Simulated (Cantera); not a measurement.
Input: 1 mol Ni, 0.22 mol NH3, 210 mol H2, at 402 °C and 13300 Pa.

Equilibrium computed with Cantera from the NASA thermochemical tables; the gas is ideal and each condensed phase is pure. Candidate condensed phases: Ni; 10 gas species. The numbers say what is thermodynamically allowed, not how fast it happens.

Base state: H2 0.999, N2 0.000503, NH3 3.91e-5 (mole fractions); condensed: Ni(s).

Q: What changes in the equilibrium state with this change: NH3 from 0.22 to 1.6 mol?

A: 
```json
[
 {"species": "H2", "before": "0.999", "after": "0.996"},
 {"species": "N2", "before": "0.000503", "after": "0.00370"},
 {"species": "NH3", "before": "3.91e-5", "after": "0.000106"},
 {"species": "Ni(s), mol", "before": "1.00", "after": "1.00"}
]
```

Q: What changes in the equilibrium state with this change: Ni replaced by Fe?

A: 
| species | before | after |
|---|---|---|
| H2 | 0.999 | 0.999 |
| N2 | 0.000503 | 0.000503 |
| NH3 | 3.91e-5 | 3.91e-5 |
| Ni(s), mol | 1.00 | 0 |
| Fe(α), mol | 0 | 1.00 |
Further candidate phases: Fe.
